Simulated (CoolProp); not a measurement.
Vapour-liquid equilibrium of n-hexane (1) + ethanol (2) at 381.1 K; x and y are mole fractions of (1).

Values from CoolProp's multi-fluid Helmholtz-energy mixture model, Thol 2019 and Schroeder 2014; pair parameters Bell 2016.

**Question.** Give the bubble pressure and the first vapour's composition at x = 0.25, 0.55, 0.85. Is there an azeotrope?

**Answer.** x = 0.25: 423.9 kPa, y = 0.433; x = 0.55: 450.1 kPa, y = 0.544; x = 0.85: 415.8 kPa, y = 0.665. y crosses x between x = 0.45 and 0.55: the model has an azeotrope there.

The pair parameters rest on a limited set of measurements; away from them the model extrapolates. With so large a gap from Raoult's law the liquid may split in two, which this calculation doesn't test in full.
